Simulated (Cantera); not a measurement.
Mixture: 8.90 % CH₄, 19.1 % O₂, 72.0 % N₂, equivalence ratio 0.93, at 0.710 bar, adiabatic and at constant pressure. Ignition delay is the time to a rise of 400 K.

Computed with Cantera and GRI-Mech 3.0 (53 species, 325 reactions).

### Question
At T0 = 1400 K, what is the delay, and which 7 reactions control it most (d ln τ / d ln k, from doubling and halving each rate constant)?

### Answer
The delay is 4.31 ms.
```
reaction                  d ln τ / d ln k   faster rate
------------------------  ---------------  ------------
CH3 + O2 <=> CH3O + O               -0.47   shortens it
2 CH3 (+M) <=> C2H6 (+M)             0.45  lengthens it
H + O2 <=> O + OH                   -0.33   shortens it
CH4 + H <=> CH3 + H2                 0.27  lengthens it
CH3 + O2 <=> CH2O + OH              -0.25   shortens it
CH3 + HO2 <=> CH3O + OH             -0.18   shortens it
CH2O + O2 <=> HCO + HO2             -0.15   shortens it
```
